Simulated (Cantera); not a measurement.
Feed: 1 mol Pb, 15 mol N₂, 0.81 mol O₂, at 0.133 bar.

Cantera equilibrium calculation (NASA polynomials, part measured and part estimated; ideal gas, pure solids and liquids). Candidate condensed phases: Pb, PbO, PbO₂, Pb₃O₄; 12 gas species. The numbers say what is thermodynamically allowed, not how fast it happens.

Problem. Which condensed phases are stable at each of these points (T (K)): 1000, 1025, 1050, 1075, 1100, 1125, 1150, 1175, 1200?

Solution. 
| T (K) | condensed phases | Pb condensed (%) |
|---|---|---|
| 1000 | PbO(yellow) | 100.0 |
| 1025 | PbO(yellow) | 100.0 |
| 1050 | PbO(yellow) | 100.0 |
| 1075 | PbO(yellow) | 100.0 |
| 1100 | PbO(yellow) | 99.9 |
| 1125 | PbO(yellow) | 99.9 |
| 1150 | PbO(yellow) | 99.7 |
| 1175 | PbO(l) | 99.5 |
| 1200 | PbO(l) | 99.2 |

From 1000 K to 1150 K the condensed part is PbO(yellow). From 1175 K to 1200 K the condensed part is PbO(l).
